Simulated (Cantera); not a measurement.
A Cantera script and what it prints.

```python
import numpy as np
import cantera as ct

gas_names = """
    N NO NO2 NO3 N2 N2O O O2 O3 S SN SO SO2 SO3 S2 S2O S8
""".split()
cond_names = """
    S(cr1) S(cr2) S(L)
""".split()


# ... load() reads the species with a 1 bar reference pressure and builds the phases ...
atoms = {
    'S': {'S': 1},
    'O2': {'O': 2},
    'N2': {'N': 2},
}
top_T = {}  # K; cautious upper limits of use, not melting points


# ... equilibrate(T, P, feed) seeds the gas with the atoms and calls Mixture.equilibrate('TP', solver="vcs", rtol=1e-11, max_steps=5000) ...
results = []
feed = {'S': 1, 'O2': 0.02, 'N2': 6.4}  # mol
P = 13332.2  # Pa
for T in [1623, 1773, 1923, 2073, 2223, 2373, 2523, 2673, 2823]:
    mix = equilibrate(T, P, feed)
    results.append((T, P, feed, dict(zip(mix.species_names, mix.species_moles))))

top = {s: max(r[3][s] / sum(r[3][g] for g in gas_names) for r in results) for s in gas_names}
cols = sorted((s for s in top if top[s] > 0.001), key=lambda s: -top[s])[:8]
seen = [c for c in cond_names if any(r[3].get(c, 0) > 1e-12 for r in results)]
print("log10 of partial pressures in bar; condensed amounts in mol")
print(f"{'T/K':>10s}" + "".join(f"{s[:9]:>10s}" for s in cols + seen))
for T, P, feed, n in results:
    ng = sum(n[g] for g in gas_names)
    print(f"{T:10.4g}" + "".join(f"{np.log10(max(n[s] / ng * P / 1e5, 1e-99)):10.3f}" for s in cols)
          + "".join(f"{n.get(c, 0):10.4g}" for c in seen))
```

Output:

```
log10 of partial pressures in bar; condensed amounts in mol
       T/K        N2         S        S2        SO       SO2
      1623    -0.908    -4.831    -2.027    -3.998    -3.492
      1773    -0.909    -4.240    -2.029    -3.704    -3.561
      1923    -0.909    -3.742    -2.034    -3.484    -3.675
      2073    -0.910    -3.319    -2.043    -3.332    -3.843
      2223    -0.911    -2.957    -2.061    -3.238    -4.057
      2373    -0.913    -2.649    -2.093    -3.187    -4.297
      2523    -0.916    -2.391    -2.149    -3.164    -4.540
      2673    -0.920    -2.183    -2.240    -3.159    -4.766
      2823    -0.925    -2.024    -2.376    -3.170    -4.970
```

Method: chemical equilibrium by Gibbs-energy minimisation in Cantera with the NASA 1993 tables (ideal gas, pure condensed phases).
